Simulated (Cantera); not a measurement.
Cantera run, input and output.

```python
import numpy as np
import cantera as ct

gas = ct.Solution("gri30.yaml")
gas.TPX = 1275, 101325, {'CH2O': 0.0091, 'O2': 0.021, 'N2': 1}
reactor = ct.IdealGasConstPressureReactor(gas, energy="off", clone=False)
net = ct.ReactorNet([reactor])
net.rtol, net.atol = 1e-08, 1e-18
show = ['CH2O', 'O2', 'H', 'NO2', 'N2O']
times = np.geomspace(2e-05, 200, 9)

steps = ct.SolutionArray(gas, extra=["t"])
rows = []
print(f"{'t/s':>10s}{'T/K':>9s}{'P/Pa':>11s}" + "".join(f"{s:>11s}" for s in show))
for t in times:
    while net.time < t:
        t_next = net.step()
        steps.append(gas.state, t=t_next)
    rows.append([np.interp(t, steps.t, y) for y in (steps.T, steps.P, *steps(*show).X.T)])
    print(f"{t:10.3e}{rows[-1][0]:9.1f}{rows[-1][1]:11.4g}" + "".join(f"{x:11.3e}" for x in rows[-1][2:]))
rate = np.gradient(steps.T, steps.t)
print("integrator steps:", len(steps.t))
if steps.T.max() > steps.T[0] + 200:
    print(f"time of steepest temperature rise: {steps.t[rate.argmax()]:.4e} s")
gas.TPX = 1275, 101325, {'CH2O': 0.0091, 'O2': 0.021, 'N2': 1}
gas.equilibrate("TP")
print(f"equilibrium (TP): T = {gas.T:.1f} K  " + "  ".join(f"{s} {gas[s].X[0]:.3e}" for s in show))
```

Output:

```
       t/s      T/K       P/Pa       CH2O         O2          H        NO2        N2O
 2.000e-05   1275.0  1.013e+05  8.833e-03  2.039e-02  1.872e-08  4.734e-22  3.364e-13
 1.500e-04   1275.0  1.013e+05  8.811e-03  2.037e-02  1.050e-07  1.159e-18  2.451e-11
 1.125e-03   1275.0  1.013e+05  1.736e-03  1.781e-02  9.431e-06  1.386e-12  5.531e-09
 8.434e-03   1275.0  1.013e+05  9.497e-14  1.186e-02  1.812e-05  2.073e-09  4.571e-07
 6.325e-02   1275.0  1.013e+05 -5.426e-18  1.156e-02  7.825e-08  9.117e-09  5.981e-07
 4.743e-01   1275.0  1.013e+05 -2.710e-19  1.155e-02  4.883e-10  3.333e-09  4.002e-07
 3.557e+00   1275.0  1.013e+05  4.373e-19  1.155e-02  5.518e-11  2.013e-09  1.813e-08
 2.667e+01   1275.0  1.013e+05  1.642e-23  1.155e-02  4.966e-11  2.006e-09  6.582e-09
 2.000e+02   1275.0  1.013e+05  1.642e-23  1.155e-02  4.966e-11  2.009e-09  6.582e-09
integrator steps: 2159
equilibrium (TP): T = 1275.0 K  CH2O 1.649e-23  O2 1.151e-02  H 4.971e-11  NO2 2.477e-07  N2O 6.571e-09
```

Computed with Cantera and GRI-Mech 3.0 (53 species, 325 reactions).
